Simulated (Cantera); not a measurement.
Catalytic combustion on Pt

An isothermal plug-flow reactor at 1023 K and 1.00 bar (inlet), inlet velocity 3.7 m/s, active area per volume 180 1/m; feed H2 : O2 : N2 = 0.0041 : 0.018 : 0.79 (molar parts).

Model: Deutschmann's 1995 Pt surface mechanism with GRI-Mech 3.0 gas chemistry, integrated in Cantera. Catalytic surfaces can have several steady states; this one follows from the mechanism file's or the stated starting coverage. Mass transfer to the wall is taken as infinitely fast.

```
z (m)        x H2    x O2    x H2O  θ free Pt   θ O*    θ OH*
-------  --------  ------  -------  ---------  -----  -------
0.00027   0.00396  0.0216  0.00109      0.450  0.549  0.00127
0.00045   0.00342  0.0214  0.00163      0.422  0.577  0.00128
0.00075   0.00272  0.0210  0.00233      0.392  0.607  0.00130
0.0013    0.00185  0.0206  0.00321      0.361  0.637  0.00132
0.0021    0.00109  0.0202  0.00397      0.340  0.659  0.00134
0.0035   0.000457  0.0199  0.00460      0.325  0.674  0.00136
0.0058   0.000114  0.0197  0.00495      0.318  0.681  0.00137
0.0097    1.12e-5  0.0197  0.00505      0.316  0.683  0.00137
0.016     2.65e-7  0.0197  0.00506      0.315  0.683  0.00137
0.027    5.43e-10  0.0197  0.00506      0.315  0.683  0.00137
```
x: gas mole fraction; θ: surface coverage.
